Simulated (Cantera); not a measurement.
A perfectly stirred reactor is fed with CH4 : CO2 = 1 : 2.1 (molar parts), at 4430 Torr; it is held at 1750 K, and followed from long to short residence time.

Model: GRI-Mech 3.0 (53 species, 325 reactions), integrated in Cantera.

Question: What does this change do: temperature 1750 to 2100 K?

Answer: 
| quantity | before | after |
|---|---|---|
| x(CH4) at τ = 0.480 s | 0.0160 | 0.000460 |
| x(CO2) at τ = 0.480 s | 0.114 | 0.0674 |
| x(C2H4) at τ = 0.480 s | 0.000693 | 3.13e-7 |
| x(H2O2) at τ = 0.480 s | 3.23e-12 | 1.34e-10 |
| x(CO) at τ = 0.480 s | 0.484 | 0.540 |
| x(CH4) at τ = 23.0 ms | 0.0524 | 0.00503 |
| x(CO2) at τ = 23.0 ms | 0.260 | 0.0764 |
| x(C2H4) at τ = 23.0 ms | 0.00212 | 3.54e-5 |
| x(H2O2) at τ = 23.0 ms | 7.80e-12 | 1.59e-10 |
| x(CO) at τ = 23.0 ms | 0.305 | 0.529 |

Question: What does this change do: pressure from 4430 Torr to 233 Torr?

Answer: 
| quantity | before | after |
|---|---|---|
| x(CH4) at τ = 0.480 s | 0.0160 | 0.0196 |
| x(CO2) at τ = 0.480 s | 0.114 | 0.154 |
| x(C2H4) at τ = 0.480 s | 0.000693 | 0.000194 |
| x(H2O2) at τ = 0.480 s | 3.23e-12 | 4.19e-12 |
| x(CO) at τ = 0.480 s | 0.484 | 0.426 |
| x(CH4) at τ = 23.0 ms | 0.0524 | 0.102 |
| x(CO2) at τ = 23.0 ms | 0.260 | 0.415 |
| x(C2H4) at τ = 23.0 ms | 0.00212 | 0.00253 |
| x(H2O2) at τ = 23.0 ms | 7.80e-12 | 1.98e-12 |
| x(CO) at τ = 23.0 ms | 0.305 | 0.158 |

Question: What does this change do: CH4 1 to 2.5 parts?

Answer: 
```json
[
 {"quantity": "x(CH4) at τ = 0.480 s", "before": "0.0160", "after": "0.0390"},
 {"quantity": "x(CO2) at τ = 0.480 s", "before": "0.114", "after": "0.0248"},
 {"quantity": "x(C2H4) at τ = 0.480 s", "before": "0.000693", "after": "0.00438"},
 {"quantity": "x(H2O2) at τ = 0.480 s", "before": "3.23e-12", "after": "<1e-12"},
 {"quantity": "x(CO) at τ = 0.480 s", "before": "0.484", "after": "0.393"},
 {"quantity": "x(CH4) at τ = 23.0 ms", "before": "0.0524", "after": "0.0944"},
 {"quantity": "x(CO2) at τ = 23.0 ms", "before": "0.260", "after": "0.102"},
 {"quantity": "x(C2H4) at τ = 23.0 ms", "before": "0.00212", "after": "0.00668"},
 {"quantity": "x(H2O2) at τ = 23.0 ms", "before": "7.80e-12", "after": "2.41e-12"},
 {"quantity": "x(CO) at τ = 23.0 ms", "before": "0.305", "after": "0.252"}
]
```
